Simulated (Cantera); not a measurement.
Input: 1 mol FeS, 78 mol H₂, held at 1.50 bar.

These are equilibrium values from Cantera (NASA tables, ideal gas, pure condensed phases), not measurements of a reactor. Candidate condensed phases: Fe, FeS, FeS₂, S; 8 gas species. Mutual solubility and eutectic melting of coexisting phases are not modelled. FeS: taken at fixed stoichiometry. Equilibrium is a limit: real reactors are often held back by kinetics, nucleation or transport.

Question: Which condensed phases are stable at each of these points (T (°C)): 550, 600, 650, 700, 750, 800, 850, 900, 950?

Answer: 
| T (°C) | condensed phases | Fe condensed (%) |
|---|---|---|
| 550 | Fe(α) + FeS(s) | 100.0 |
| 600 | Fe(α) + FeS(s) | 100.0 |
| 650 | Fe(α) + FeS(s) | 100.0 |
| 700 | Fe(α) + FeS(s) | 100.0 |
| 750 | Fe(α) + FeS(s) | 100.0 |
| 800 | Fe(α) + FeS(s) | 100.0 |
| 850 | Fe(α) + FeS(s) | 100.0 |
| 900 | Fe(α) + FeS(s) | 100.0 |
| 950 | Fe(γ) + FeS(s) | 100.0 |

From 550 °C to 900 °C the condensed part is Fe(α) + FeS(s). At 950 °C the condensed part is Fe(γ) + FeS(s).
